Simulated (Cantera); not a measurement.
# Reactions in the system Cl-Li-O

Source: NASA polynomial tables (part measured, part estimated), evaluated in Cantera. Values are per mole of reaction as written; species without (g) are pure solids or liquids, kept so even where they would boil at 1 bar.

6 Cl(g) + 3 Li2O → 6 LiCl + O3(g)

```
T (K)  ΔH° (kJ)  ΔS° (J/K)  ΔG° (kJ)  log10 K  condensed phases
-----  --------  ---------  --------  -------  ----------------
525     -1233.7     -495.6    -973.5    96.86  Li2O(s), LiCl(s)
725     -1228.4     -487.1    -875.3    63.06  Li2O(s), LiCl(s)
925     -1101.1     -342.3    -784.4    44.30  Li2O(s), LiCl(l)
1125    -1093.3     -333.4    -718.2    33.35  Li2O(s), LiCl(l)
1325    -1089.3     -330.1    -652.0    25.70  Li2O(s), LiCl(l)
1525    -1089.2     -330.0    -586.0    20.07  Li2O(s), LiCl(l)
1725    -1092.0     -331.7    -519.9    15.74  Li2O(s), LiCl(l)
```
